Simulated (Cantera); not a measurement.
Feed: 1 mol Si, 0.064 mol N₂O, 850 mol H₂, held at 260 Pa.

These are equilibrium values from Cantera (NASA tables, ideal gas, pure condensed phases), not measurements of a reactor. Candidate condensed phases: H₂O, Si, SiO₂, Si₂N₂O, Si₃N₄; 35 gas species. The numbers say what is thermodynamically allowed, not how fast it happens. All values below are at 1400 K.

Base state: H₂ 1.000, H 9.54e-5, N₂ 7.53e-5, SiO 7.53e-5 (mole fractions); condensed: Si(s).

### Question
What changes in the equilibrium state with this change: Si replaced by Si₃N₄?

### Answer
```json
[
 {"species": "H₂", "before": "1.000", "after": "0.998"},
 {"species": "N₂", "before": "7.53e-5", "after": "0.00221"},
 {"species": "H", "before": "9.54e-5", "after": "9.53e-5"},
 {"species": "SiO", "before": "7.53e-5", "after": "2.45e-5"},
 {"species": "Si(s), mol", "before": "0.935", "after": "2.68"},
 {"species": "Si₂N₂O(s), mol", "before": "0", "after": "0.0431"},
 {"species": "Si₃N₄(s), mol", "before": "0", "after": "0.0708"}
]
```
Mutual solubility and eutectic melting of coexisting phases are not modelled.
